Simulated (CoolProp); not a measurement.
Vapour-liquid equilibrium of R1234ze(E) (1) + R227EA (2) at -36.15 °C; x and y are mole fractions of (1).

Values from CoolProp's multi-fluid Helmholtz-energy mixture model, Thol 2016 and Lemmon 2016; pair parameters Bell 2023.

```csv
x,"bubble pressure, mixture model (bar)","bubble pressure, Raoult's law (bar)","y, mixture model","y, Raoult's law"
0.05,0.3991,0.3976,0.060,0.057
0.125,0.4054,0.4017,0.147,0.140
0.2,0.4113,0.4058,0.230,0.222
0.275,0.4170,0.4099,0.310,0.302
0.35,0.4223,0.4140,0.387,0.380
0.425,0.4272,0.4181,0.461,0.457
0.5,0.4317,0.4222,0.534,0.532
0.575,0.4358,0.4263,0.604,0.606
0.65,0.4394,0.4304,0.674,0.679
0.725,0.4425,0.4346,0.743,0.750
0.8,0.4451,0.4387,0.812,0.820
0.875,0.4473,0.4428,0.881,0.889
0.95,0.4489,0.4469,0.952,0.956
```

The largest gap from Raoult's law is +2.3 % in bubble pressure, at x = 0.5. No azeotrope shows between x = 0.05 and 0.95.

The pair parameters rest on a limited set of measurements; away from them the model extrapolates.
